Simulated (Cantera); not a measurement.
Feed: 1 mol Pb, 1.4 mol CO, a varied amount of H₂, held at 1175 K and 10.0 mbar.

Cantera equilibrium calculation (NASA polynomials, part measured and part estimated; ideal gas, pure solids and liquids). Candidate condensed phases: C, C₆H₆, C₇H₈, C₈H₁₈, H₂O, Pb, PbO, PbO₂, Pb₃O₄; 113 gas species. Rates play no part.

Question: At 4.7 mol H₂, list the 6 most abundant gas species with their mole fractions, and the condensed phases.

Answer: H₂ 0.737, CO 0.219, Pb 0.0435, CH₄ 8.47e-5, H₂O 6.88e-5, CO₂ 1.60e-5. Condensed: Pb(l).
